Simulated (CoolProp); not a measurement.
Methanol at several states: fugacity coefficient from the reference equation and from simpler models built on Tc = 240.2 °C, pc = 8.216 MPa, ω = 0.565; each cubic takes its own stable root.

Values from CoolProp's reference Helmholtz-energy equation of state, de Reuck 1993.

```
T (°C)  p (MPa)   phase  reference
------  -------  ------  ---------
-36.55   0.0147  liquid    0.01848
323.35    0.444     gas     0.9902
11.45     0.388  liquid    0.02076
```

Problem. How far does each simpler model (van der Waals, Redlich-Kwong, Soave-Redlich-Kwong, Peng-Robinson) lie from the reference over these 3 states: mean and median of the absolute difference, and the worst?

Solution. 
- van der Waals: mean 3250.2 %, median 4455.9 %, worst +5294.5 % at -36.55 °C and 0.0147 MPa
- Redlich-Kwong: mean 900.6 %, median 758.4 %, worst +1943.3 % at -36.55 °C and 0.0147 MPa
- Soave-Redlich-Kwong: mean 24.0 %, median 21.5 %, worst -50.5 % at -36.55 °C and 0.0147 MPa
- Peng-Robinson: mean 17.1 %, median 13.2 %, worst -38.0 % at -36.55 °C and 0.0147 MPa

At some of these states van der Waals gives the other phase, because its saturation line lies elsewhere.
